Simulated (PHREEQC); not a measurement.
Dissolve 0.023 mol CuCl2 and 0.16 mol HNO3 per kg of water at 20 °C. Closed to the air; pH follows from the charge balance.

All values are PHREEQC results (ion-association model, phreeqc.dat), not measurements.

```json
{
 "pH": "0.90",
 "ionic_strength": "0.228 mol/kgw",
 "activity_of_water": "0.993",
 "specific_conductance": "50400 µS/cm",
 "density": "1.006 g/cm³",
 "total_alkalinity": "-160 meq/kg"
}
```

```tsv
species	molality	activity	log γ
H+	0.160	0.127	-0.100
NO3-	0.160	0.110	-0.164
Cl-	0.0453	0.0321	-0.150
Cu+2	0.0223	0.00709	-0.498
CuCl+	0.000672	0.000477	-0.148
CuCl2	7.38e-6	7.78e-6	0.023
CuCl3-	1.14e-9	8.09e-10	-0.148
```

No solid was allowed to form. Species that the database lacks are ignored.
